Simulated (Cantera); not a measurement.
An isothermal, constant-pressure homogeneous reactor starts with C2H6 : N2 = 1 : 61 (molar parts), at 1850 K and 1.00 bar. Integrator tolerance rtol = 1e-08.

Detailed kinetics in Cantera: GRI-Mech 3.0 (53 species, 325 reactions). GRI-Mech 3.0 stops at C3 and has no aromatics, soot or wall deposition, so with more carbon than oxygen in the feed, carbon stays in small species such as C2H2 where larger ones or solid carbon would form.

Problem. What does this change do: pressure from 1.00 bar to 0.0267 bar?

Solution. 
```
quantity                                              before                                      after
-----------------  -----------------------------------------  -----------------------------------------
x(C2H6) at 10.0 s  2.16e-10 (gas-phase equilibrium 3.19e-11)      <1e-12 (gas-phase equilibrium <1e-12)
x(CH3) at 10.0 s     1.54e-6 (gas-phase equilibrium 6.06e-7)    8.00e-8 (gas-phase equilibrium 9.82e-8)
x(C2H2) at 10.0 s     0.0155 (gas-phase equilibrium 0.00197)     0.0155 (gas-phase equilibrium 0.00197)
x(C2H) at 10.0 s     5.13e-7 (gas-phase equilibrium 6.51e-8)    3.15e-6 (gas-phase equilibrium 4.00e-7)
x(H) at 10.0 s       9.57e-5 (gas-phase equilibrium 9.58e-5)  0.000584 (gas-phase equilibrium 0.000585)
x(C2H4) at 10.0 s    8.03e-6 (gas-phase equilibrium 1.02e-6)    2.13e-7 (gas-phase equilibrium 2.70e-8)
x(H2) at 10.0 s        0.0311 (gas-phase equilibrium 0.0312)      0.0309 (gas-phase equilibrium 0.0310)
```
Radical loss at walls, strong at low pressure, is not modelled.

Problem. What does this change do: N2 61 to 13 parts?

Solution. 
```tsv
quantity	before	after
x(C2H6) at 10.0 s	2.16e-10 (gas-phase equilibrium 3.19e-11)	1.59e-8 (gas-phase equilibrium 5.54e-9)
x(CH3) at 10.0 s	1.54e-6 (gas-phase equilibrium 6.06e-7)	1.35e-5 (gas-phase equilibrium 7.99e-6)
x(C2H2) at 10.0 s	0.0155 (gas-phase equilibrium 0.00197)	0.0621 (gas-phase equilibrium 0.0215)
x(C2H) at 10.0 s	5.13e-7 (gas-phase equilibrium 6.51e-8)	1.03e-6 (gas-phase equilibrium 3.55e-7)
x(H) at 10.0 s	9.57e-5 (gas-phase equilibrium 9.58e-5)	0.000191 (gas-phase equilibrium 0.000191)
x(C2H4) at 10.0 s	8.03e-6 (gas-phase equilibrium 1.02e-6)	0.000128 (gas-phase equilibrium 4.44e-5)
x(H2) at 10.0 s	0.0311 (gas-phase equilibrium 0.0312)	0.124 (gas-phase equilibrium 0.124)
```
